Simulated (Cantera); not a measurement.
A freely propagating, adiabatic, planar premixed flame of 19.2 % H2, 15.0 % O2, 56.3 % N2, 9.58 % H2O, unburnt at 473 K and 1.01 bar; mixture-averaged transport, grid criteria slope 0.08 and curve 0.16, no radiation.

Computed with Cantera and the H2/O2 subset of GRI-Mech 3.0, which has no nitrogen chemistry. Burning velocities carry a grid error of a few per cent, more on coarse grids. Lean hydrogen flames are cellular in practice and burn faster than this planar one.

x: mole fraction of selected species; z is measured from the peak of heat release.

```csv
z (mm),T (K),u (m/s),x H2,x O2,x H2O,x OH,x HO2,x H
-1.14,473,1.64,0.191,0.150,0.0958,<1e-8,<1e-8,<1e-8
-0.760,473,1.64,0.190,0.150,0.0960,<1e-8,7.46e-8,<1e-8
-0.570,474,1.64,0.188,0.150,0.0963,<1e-8,7.55e-7,<1e-8
-0.380,479,1.64,0.179,0.152,0.0977,<1e-8,9.04e-6,<1e-8
-0.190,566,1.88,0.146,0.154,0.110,(withheld),0.000305,1.77e-5
-0.0951,820,2.66,0.108,0.144,0.145,(withheld),0.000345,0.000919
0,1149,3.68,0.0632,0.117,0.202,(withheld),0.000165,0.00497
0.0951,1385,4.41,0.0301,0.0888,0.252,(withheld),9.10e-5,0.00829
0.190,1522,4.84,0.0157,0.0739,0.276,(withheld),6.04e-5,0.00780
0.380,1655,5.24,0.00836,0.0662,0.291,(withheld),3.72e-5,0.00448
0.760,1752,5.53,0.00450,0.0636,0.301,(withheld),2.01e-5,0.00162
1.52,1807,5.68,0.00188,0.0628,0.307,(withheld),8.85e-6,0.000412
3.04,1832,5.75,0.000629,0.0628,0.310,(withheld),3.33e-6,7.79e-5
```

**Question.** Complete the blanks.

**Answer.** 
- -0.190, x OH: 2.63e-5
- -0.0951, x OH: 0.000473
- 0, x OH: 0.00161
- 0.0951, x OH: 0.00430
- 0.190, x OH: 0.00661
- 0.380, x OH: 0.00773
- 0.760, x OH: 0.00665
- 1.52, x OH: 0.00463
- 3.04, x OH: 0.00279
